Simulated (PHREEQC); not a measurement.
Consider water at 25 °C with 0.0013 mol/kgw NaHSO4, 0.19 mol/kgw K2HPO4 and 0.0023 mol/kgw NaCl. Closed to the air; pH follows from the charge balance.

Model: ion-association model, phreeqc.dat, run in PHREEQC.

```csv
quantity,before,after
pH,8.68,8.38
ionic strength (mol/kgw),0.528,0.535
K+ (mol/kgw),0.357,0.361
HPO4-2 (mol/kgw),0.165,0.168
KHPO4- (mol/kgw),0.0225,0.0187
Na+ (mol/kgw),0.00336,0.00340
SI of Sylvite (KCl),-4.37,-4.68
SI of Halite (NaCl),-7.02,-7.10
```

Question: Name the change that produced these shifts.
(A) NaHSO4 replaced by NaF at the same molality
(B) NaHSO4 replaced by (NH4)2SO4 at the same molality
(C) temperature from 25 to 45 °C
(D) diluted 5-fold with water
(E) temperature from 25 to 90 °C

Answer: E, temperature from 25 to 90 °C

Precipitation was switched off in this run. Constants without temperature data keep their 25 °C values here.
